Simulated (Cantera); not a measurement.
Charge: 1 mol PbO, 0.049 mol O2, 1.1 mol N2, held at 825 °C and 1.00 bar.

Equilibrium computed with Cantera from the NASA thermochemical tables; the gas is ideal and each condensed phase is pure. Candidate condensed phases: Pb, PbO, PbO2, Pb3O4; 12 gas species. Equilibrium is a limit: real reactors are often held back by kinetics, nucleation or transport.

Q: What is the equilibrium state?

A: 
```json
{
  "x(N2)": "0.957",
  "x(O2)": "0.0426",
  "x(NO)": "4.14e-5",
  "x(PbO)": "5.86e-6",
  "n(PbO(yellow))": "1.000 mol",
  "gas_amount": "1.149 mol",
  "log10 activity of PbO2(s) (absent)": "-3.06",
  "log10 activity of Pb(l) (absent)": "-4.53"
}
```
